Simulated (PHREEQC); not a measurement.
Dissolve 0.015 mol H2SO4, 0.016 mol CaCl2 and 0.00048 mol CuCl2 per kg of water at 25 °C. Closed to the air; pH follows from the charge balance.

All values are PHREEQC results (ion-association model, phreeqc.dat), not measurements.

Each row changes one thing in this solution. No solid was allowed to form.

```csv
case,pH,ionic strength (mol/kgw),Ca+2 (mol/kgw),HSO4- (mol/kgw),SO4-2 (mol/kgw),CaSO4 (mol/kgw),SI of Gypsum (CaSO4:2H2O)
as made,1.70,0.0705,0.0131,0.00602,0.00601,0.00248,-0.27
CuCl2 left out,1.70,(withheld),0.0131,0.00605,0.00603,0.00251,-0.26
H2SO4 from 0.015 to 0.0075 mol/kgw,1.96,(withheld),0.0141,(withheld),0.00354,0.00173,-0.43
H2SO4 from 0.015 to 0.0015 mol/kgw,2.61,0.0516,0.0155,0.000114,0.000858,0.000501,-0.96
diluted 10-fold with water,2.59,0.00843,0.00146,0.000214,0.00114,0.000140,-1.52
CaCl2 from 0.016 to 0.0144 mol/kgw,1.70,0.0662,0.0117,0.00615,(withheld),(withheld),-0.30
```

### Question
What belongs in the gaps?

### Answer

- CuCl2 left out, ionic strength (mol/kgw): 0.0692
- H2SO4 from 0.015 to 0.0075 mol/kgw, ionic strength (mol/kgw): 0.0601
- H2SO4 from 0.015 to 0.0075 mol/kgw, HSO4- (mol/kgw): 0.00202
- CaCl2 from 0.016 to 0.0144 mol/kgw, SO4-2 (mol/kgw): 0.00606
- CaCl2 from 0.016 to 0.0144 mol/kgw, CaSO4 (mol/kgw): 0.00232
